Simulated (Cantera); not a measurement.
Input: 1 mol Ta2O5, 3.2 mol C, 0.083 mol CO, equilibrated at 2098 K and 7000 Pa.

These are equilibrium values from Cantera (NASA tables, ideal gas, pure condensed phases), not measurements of a reactor. Candidate condensed phases: C, Ta, TaC, Ta2O5; 15 gas species. Mutual solubility and eutectic melting of coexisting phases are not modelled. TaC: taken at fixed stoichiometry. Condensed phases not in the tables: Ta2C. The numbers say what is thermodynamically allowed, not how fast it happens.

What is the equilibrium state?


```
Item                                        Value
--------------------------------------  ---------
x(CO)                                       0.999
x(CO2)                                   0.000927
x(TaO2)                                   5.50e-5
x(TaO)                                    6.28e-6
n(TaC(s))                               0.915 mol
n(Ta2O5(l))                             0.542 mol
gas amount                              2.368 mol
log10 activity of Ta(s) (absent)            -0.58
log10 activity of C(graphite) (absent)      -2.91
```
